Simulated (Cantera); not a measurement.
## Equilibrium for silicon epitaxy and polysilicon growth: SiHCl₃ + HCl + H₂

Feed: 1 mol SiHCl₃, 3.9 mol HCl, 18 mol H₂, held at 120 Pa.

These are equilibrium values from Cantera (NASA tables, ideal gas, pure condensed phases), not measurements of a reactor. Candidate condensed phases: Si; 19 gas species. The tables' values for SiCl₃, SiCl are old estimates; treat these amounts as uncertain. Equilibrium is a limit: real reactors are often held back by kinetics, nucleation or transport.

| T (°C) | x H₂ | x HCl | x SiCl₄ | x SiCl₂ | x SiCl₃ | x SiHCl₃ | x H | x Cl |
|---|---|---|---|---|---|---|---|---|
| 575 | 0.829 | 0.127 | 0.0432 | 1.05e-6 | 2.50e-5 | 0.000457 | 5.00e-10 | 7.71e-11 |
| 675 | 0.828 | 0.128 | 0.0420 | 8.91e-5 | 0.000333 | 0.00122 | 1.38e-8 | 2.03e-9 |
| 775 | 0.821 | 0.136 | 0.0364 | 0.00254 | 0.00225 | 0.00225 | 2.02e-7 | 3.05e-8 |
| 875 | 0.792 | 0.165 | 0.0188 | 0.0168 | 0.00535 | 0.00182 | 1.84e-6 | 3.38e-7 |
| 975 | 0.765 | 0.193 | 0.00434 | 0.0327 | 0.00444 | 0.000607 | 1.18e-5 | 2.54e-6 |
| 1075 | 0.756 | 0.202 | 0.000693 | 0.0388 | 0.00231 | 0.000148 | 5.81e-5 | 1.29e-5 |
| 1175 | 0.754 | 0.204 | 0.000122 | 0.0405 | 0.00116 | 3.87e-5 | 0.000231 | 5.08e-5 |
| 1275 | 0.753 | 0.204 | 2.61e-5 | 0.0411 | 0.000620 | 1.18e-5 | 0.000771 | 0.000167 |
| 1375 | 0.751 | 0.204 | 6.68e-6 | 0.0413 | 0.000354 | 4.11e-6 | 0.00223 | 0.000475 |
x: gas mole fraction; nothing condenses.

From 575 °C to 1375 °C nothing is condensed. The main Si-bearing gas is SiCl₄ at 575 °C and SiCl₂ at 1375 °C.
